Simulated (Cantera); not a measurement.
**Sublimation and decomposition of ceramics: SiC + H2**

Feed: 1 mol SiC, 0.021 mol H2, held at 1.10 bar.

Equilibrium computed with Cantera from the NASA thermochemical tables; the gas is ideal and each condensed phase is pure. Candidate condensed phases: C, C6H6, C7H8, C8H18, Si, SiC; 87 gas species. Gases not in the tables: Si2H6 and higher silanes. Kinetics and transport are ignored.

```json
[
 {"T (K)": "2173", "x H2": "0.995", "x H": "0.00459", "x Si": "0.000114", "x C2H2 (acetylene)": "0.000109", "x Si2C": "6.08e-6", "x SiC2": "4.90e-7", "x SiH": "5.56e-5", "x SiH2": "0.000116", "n SiC(s)": "1.000"},
 {"T (K)": "2223", "x H2": "0.993", "x H": "0.00609", "x Si": "0.000191", "x C2H2 (acetylene)": "0.000182", "x Si2C": "1.21e-5", "x SiC2": "1.27e-6", "x SiH": "8.46e-5", "x SiH2": "0.000151", "n SiC(s)": "1.000"},
 {"T (K)": "2273", "x H2": "0.991", "x H": "0.00797", "x Si": "0.000316", "x C2H2 (acetylene)": "0.000293", "x Si2C": "2.36e-5", "x SiC2": "3.11e-6", "x SiH": "0.000127", "x SiH2": "0.000195", "n SiC(s)": "1.000"},
 {"T (K)": "2323", "x H2": "0.988", "x H": "0.0103", "x Si": "0.000512", "x C2H2 (acetylene)": "0.000459", "x Si2C": "4.47e-5", "x SiC2": "7.33e-6", "x SiH": "0.000188", "x SiH2": "0.000251", "n SiC(s)": "1.000"},
 {"T (K)": "2373", "x H2": "0.984", "x H": "0.0132", "x Si": "0.000814", "x C2H2 (acetylene)": "0.000703", "x Si2C": "8.23e-5", "x SiC2": "1.66e-5", "x SiH": "0.000274", "x SiH2": "0.000319", "n SiC(s)": "1.000"},
 {"T (K)": "2423", "x H2": "0.980", "x H": "0.0167", "x Si": "0.00127", "x C2H2 (acetylene)": "0.00106", "x Si2C": "0.000148", "x SiC2": "3.64e-5", "x SiH": "0.000392", "x SiH2": "0.000401", "n SiC(s)": "1.000"},
 {"T (K)": "2473", "x H2": "0.974", "x H": "0.0210", "x Si": "0.00194", "x C2H2 (acetylene)": "0.00156", "x Si2C": "0.000258", "x SiC2": "7.73e-5", "x SiH": "0.000553", "x SiH2": "0.000497", "n SiC(s)": "1.000"},
 {"T (K)": "2523", "x H2": "0.967", "x H": "0.0261", "x Si": "0.00291", "x C2H2 (acetylene)": "0.00227", "x Si2C": "0.000441", "x SiC2": "0.000159", "x SiH": "0.000766", "x SiH2": "0.000610", "n SiC(s)": "1.000"},
 {"T (K)": "2573", "x H2": "0.957", "x H": "0.0320", "x Si": "0.00430", "x C2H2 (acetylene)": "0.00326", "x Si2C": "0.000737", "x SiC2": "0.000319", "x SiH": "0.00105", "x SiH2": "0.000740", "n SiC(s)": "1.000"},
 {"T (K)": "2623", "x H2": "0.946", "x H": "0.0391", "x Si": "0.00624", "x C2H2 (acetylene)": "0.00460", "x Si2C": "0.00121", "x SiC2": "0.000622", "x SiH": "0.00141", "x SiH2": "0.000888", "n SiC(s)": "1.000"},
 {"T (K)": "2673", "x H2": "0.931", "x H": "0.0472", "x Si": "0.00895", "x C2H2 (acetylene)": "0.00638", "x Si2C": "0.00193", "x SiC2": "0.00118", "x SiH": "0.00187", "x SiH2": "0.00105", "n SiC(s)": "1.000"},
 {"T (K)": "2723", "x H2": "0.913", "x H": "0.0564", "x Si": "0.0126", "x C2H2 (acetylene)": "0.00870", "x Si2C": "0.00305", "x SiC2": "0.00219", "x SiH": "0.00245", "x SiH2": "0.00124", "n SiC(s)": "0.999"},
 {"T (K)": "2773", "x H2": "0.890", "x H": "0.0669", "x Si": "0.0176", "x C2H2 (acetylene)": "0.0117", "x Si2C": "0.00472", "x SiC2": "0.00397", "x SiH": "0.00317", "x SiH2": "0.00143", "n SiC(s)": "0.999"},
 {"T (K)": "2823", "x H2": "0.861", "x H": "0.0784", "x Si": "0.0244", "x C2H2 (acetylene)": "0.0153", "x Si2C": "0.00720", "x SiC2": "0.00704", "x SiH": "0.00405", "x SiH2": "0.00164", "n SiC(s)": "0.999"}
]
```
x: gas mole fraction; n: condensed amount in mol.

From 2173 K to 2823 K the condensed part is SiC(s). The main Si-bearing gas is SiH2 at 2173 K and Si at 2823 K.
